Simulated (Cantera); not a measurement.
A jet of 2.12 % CH₄, 9.61 % O₂, 88.3 % N₂, equivalence ratio 0.44 at 300 K and 0.345 atm hits a platinum plate 3.4 cm away at a mass flux of 0.06 kg/m²/s; the plate temperature is set and raised in steps from an oxygen-covered start.

Computed with Cantera and Deutschmann's 1995 Pt surface mechanism with GRI-Mech 3.0 gas chemistry. Catalytic surfaces can have several steady states; this one follows from the mechanism file's or the stated starting coverage.

One state of this run: wall x CH₄ = 0.00248; wall x O₂ = 0.0565; wall x H₂O = 0.0346; wall x OH = 7.04e-7; wall x CO = 2.66e-6; wall x CO₂ = 0.0227; θ free Pt = 0.414; θ O* = 0.584; θ OH* = 0.00177. x: mole fraction at the wall; θ: surface coverage.

Which value of plate T (K) does it belong to?
(A) 1150
(B) 1100
(C) 950
(D) 1000

B, 1100
